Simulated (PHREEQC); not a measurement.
Solution A (0.11 mol/kgw HF, 0.011 mol/kgw (NH4)2SiF6 and 5.9e-05 mol/kgw H3BO3) is mixed with solution B (0.0016 mol/kgw KOH) at 25 °C; shares are by mass of water, 1 kg in all. Oxygen alone is held at its pressure in air (log pO2 = -0.68). The system is closed to CO2. Only these solids could form: SiO2(a).

The series has 21 steps of share of solution B, from 0 to 1.

Model: ion-association model, wateq4f.dat, run in PHREEQC.

Q: Between which two steps does the pH jump most, and from what to what?

A: Between share of solution B = 0.95 and 1: from 3.06 to 11.18.

Complexes and solids missing from the database can't appear. wateq4f.dat counts part of the HF as a dimer, H2F2, which phreeqc.dat doesn't know; its constant is uncertain. SiF6-2 is the database's only silicon fluoride. Real BF4- forms and hydrolyses slowly; the run takes it at equilibrium.
